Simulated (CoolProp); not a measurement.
The fluid at 298.15 K and 16.4 MPa is throttled through a valve to 8.08 MPa with no heat exchange. The same conditions are run with several fluids, on thermodynamics alone (safety and materials aside).

Model: reference Helmholtz-energy equation of state of each fluid (chlorine: Thol 2021; R407C: Lemmon 2003; R21: Platzer 1990; R152A: Outcalt 1996; cyclohexane: Zhou 2014), in CoolProp. The equations of Platzer and Polt are older, rougher fits. Blends and air are pseudo-pure fits.

```csv
fluid,temperature change (K),final density (kg/m³)
chlorine,+2.5,1410
R407C,+0.8,1180
R21,+3.1,1380
R152A,+1.7,920
cyclohexane,+3.8,777
```
